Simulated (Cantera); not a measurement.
A closed system holds: 1 mol MgCO₃, 0.54 mol O₂, 4.8 mol CO₂, 0.17 mol H₂S, at 7.50 Torr.

These are equilibrium values from Cantera (NASA tables, ideal gas, pure condensed phases), not measurements of a reactor. Candidate condensed phases: C, C₆H₆, C₇H₈, C₈H₁₈, H₂O, H₂SO₄, Mg, MgCO₃, MgO, Mg(OH)₂, MgS, MgSO₄, S; 130 gas species. Kinetics and transport are ignored. All values below are at 798 K.

Base state: CO₂ 0.940, O₂ 0.0324, H₂O 0.0276 (mole fractions); condensed: MgO(s) + MgSO₄(s).

Q: What changes in the equilibrium state with this change: H₂S from 0.17 to 0.25 mol?

A: 
```
species        before    after
-------------  ------  -------
CO₂             0.940    0.952
H₂O            0.0276   0.0411
O₂             0.0324  0.00657
MgO(s), mol     0.830    0.750
MgSO₄(s), mol   0.170    0.250
```
